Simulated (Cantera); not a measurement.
Feed: 1 mol borazine, 2.4 mol O₂, 63 mol H₂, at 195 Torr.

Cantera equilibrium calculation (NASA polynomials, part measured and part estimated; ideal gas, pure solids and liquids). Candidate condensed phases: B, BN, B₂O₃, B₃O₃H₃, H₂O; 39 gas species. The feed counts by its element totals alone. Gases not in the tables: H₃BO₃. Rates play no part.

x: gas mole fraction; n: condensed amount in mol.

```
T (°C)   x H₂    x N₂    x HBO₂     x HBO    x H₂O  x B₂O₃  n B₂O₃(l)
------  -----  ------  --------  --------  -------  ------  ---------
850     0.973  0.0222   3.34e-5   1.74e-7  0.00442       …       1.50
950     0.973  0.0222  0.000149   2.18e-6  0.00437       …       1.49
1050    0.973  0.0222  0.000513   1.87e-5  0.00419       …       1.48
1150    0.972  0.0222   0.00142  0.000120  0.00379       …       1.45
1250    0.971  0.0222   0.00325  0.000633  0.00313       …       1.36
1350    0.965  0.0221   0.00655   0.00273  0.00256       …       1.12
1450    0.948  0.0219    0.0133   0.00885  0.00258       …      0.418
```

What belongs in the gaps?


- 850, x B₂O₃: 2.38e-9
- 950, x B₂O₃: 7.40e-8
- 1050, x B₂O₃: 1.34e-6
- 1150, x B₂O₃: 1.58e-5
- 1250, x B₂O₃: 0.000133
- 1350, x B₂O₃: 0.000845
- 1450, x B₂O₃: 0.00429
